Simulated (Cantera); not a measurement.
Charge: 1 mol TiO2, 770 mol H2, equilibrated at 32.3 Torr.

Cantera equilibrium calculation (NASA polynomials, part measured and part estimated; ideal gas, pure solids and liquids). Candidate condensed phases: H2O, Ti, TiO, TiO2, Ti2O3, Ti3O5, Ti4O7; 12 gas species. The numbers say what is thermodynamically allowed, not how fast it happens.

log p: log10 of the partial pressure in bar; n: condensed amount in mol.

| T (K) | log p H2 | log p H | log p H2O | log p TiO | n Ti3O5(s) | n Ti2O3(s) |
|---|---|---|---|---|---|---|
| 1325 | -1.37 | -6.47 | -4.73 | <-13 | 0.333 | 0 |
| 1425 | -1.37 | -5.85 | -4.73 | ? | 0.333 | 0 |
| 1525 | -1.37 | -5.31 | -4.73 | ? | 0.333 | 0 |
| 1625 | -1.37 | -4.83 | -4.55 | ? | 0 | 0.500 |
| 1725 | -1.37 | -4.41 | -4.55 | ? | 0 | 0.500 |
| 1825 | -1.37 | -4.04 | -4.55 | ? | 0 | 0.500 |
| 1925 | -1.37 | -3.70 | -4.55 | ? | 0 | 0.499 |

Problem. Complete the blanks.

Solution. 
- 1425, log p TiO: -13.17
- 1525, log p TiO: -11.54
- 1625, log p TiO: -10.24
- 1725, log p TiO: -9.02
- 1825, log p TiO: -7.94
- 1925, log p TiO: -6.97
